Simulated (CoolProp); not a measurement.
Saturated liquid density (kg/m³) of R125: the reference equation beside estimates from Tc = 339.2 K, pc = 3618 kPa, ω = 0.305. Rackett uses Z = 0.29056 − 0.08775 ω.

Values from CoolProp's reference Helmholtz-energy equation of state, Lemmon 2005.

| T (K) | reference | Rackett | van der Waals | Redlich-Kwong | Soave-Redlich-Kwong | Peng-Robinson |
|---|---|---|---|---|---|---|
| 231.1 | 1492 | (withheld) | 893.0 | 1299 | 1361 | 1540 |
| 238.2 | 1465 | 1499 | 877.2 | 1271 | 1334 | 1511 |
| 245.2 | 1438 | 1470 | 861.0 | 1242 | 1307 | (withheld) |
| 252.2 | 1410 | 1441 | 844.1 | 1212 | 1278 | 1448 |
| 259.3 | 1381 | 1410 | 826.2 | 1180 | 1246 | 1414 |
| 266.3 | 1351 | 1378 | 807.6 | 1147 | 1213 | 1377 |
| 273.4 | 1319 | 1344 | 787.8 | 1111 | 1178 | 1337 |
| 280.4 | 1285 | (withheld) | 767.1 | 1074 | 1140 | 1294 |
| 287.5 | 1249 | 1272 | 744.7 | 1033 | 1098 | 1246 |
| 294.5 | 1211 | 1232 | 721.0 | (withheld) | 1053 | (withheld) |
| 301.6 | 1168 | 1188 | 695.0 | 943.9 | 1003 | 1138 |
| 308.6 | 1122 | 1141 | 666.7 | 893.5 | 948.9 | 1074 |

Question: Fill in the missing entries.

Answer: 
- 231.1, Rackett: 1526
- 245.2, Peng-Robinson: 1481
- 280.4, Rackett: 1309
- 294.5, Redlich-Kwong: 990.7
- 294.5, Peng-Robinson: 1195

Absolute difference from the reference over all 12 rows, mean and median: Rackett 2.0 and 1.9 %, van der Waals 40.3 and 40.2 %, Redlich-Kwong 15.9 and 15.4 %, Soave-Redlich-Kwong 11.1 and 10.5 %, Peng-Robinson 2.2 and 2.5 %.
